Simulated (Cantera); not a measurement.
A perfectly stirred reactor is fed with C2H6 : N2 = 1 : 2.4 (molar parts), at 0.128 Torr; it is held at 1675 K, and followed from long to short residence time.

Cantera simulation using GRI-Mech 3.0 (53 species, 325 reactions); the numbers are that mechanism's predictions, not measurements. GRI-Mech 3.0 stops at C3 and has no aromatics, soot or wall deposition, so with more carbon than oxygen in the feed, carbon stays in small species such as C2H2 where larger ones or solid carbon would form. Radical loss at walls, strong at low pressure, is not modelled.

Q: What does this change do: temperature 1675 to 1725 K?

A: 
```tsv
quantity	before	after
x(C2H6) at τ = 4.10 s	0.000876	0.000594
x(CH2) at τ = 4.10 s	1.86e-5	2.39e-5
x(H) at τ = 4.10 s	0.00198	0.00245
x(H2) at τ = 4.10 s	0.298	0.309
x(C2H) at τ = 4.10 s	5.28e-6	8.18e-6
x(C2H6) at τ = 25.0 ms	0.104	0.0764
x(CH2) at τ = 25.0 ms	8.66e-5	0.000122
x(H) at τ = 25.0 ms	0.00163	0.00229
x(H2) at τ = 25.0 ms	0.0818	0.0981
x(C2H) at τ = 25.0 ms	1.69e-6	3.90e-6
```

Q: What does this change do: pressure from 0.128 Torr to 105 Torr?

A: 
| quantity | before | after |
|---|---|---|
| x(C2H6) at τ = 4.10 s | 0.000876 | 1.02e-5 |
| x(CH2) at τ = 4.10 s | 1.86e-5 | 1.12e-7 |
| x(H) at τ = 4.10 s | 0.00198 | 0.000224 |
| x(H2) at τ = 4.10 s | 0.298 | 0.354 |
| x(C2H) at τ = 4.10 s | 5.28e-6 | 5.64e-7 |
| x(C2H6) at τ = 25.0 ms | 0.104 | 0.000973 |
| x(CH2) at τ = 25.0 ms | 8.66e-5 | 2.14e-6 |
| x(H) at τ = 25.0 ms | 0.00163 | 0.000461 |
| x(H2) at τ = 25.0 ms | 0.0818 | 0.296 |
| x(C2H) at τ = 25.0 ms | 1.69e-6 | 1.24e-6 |
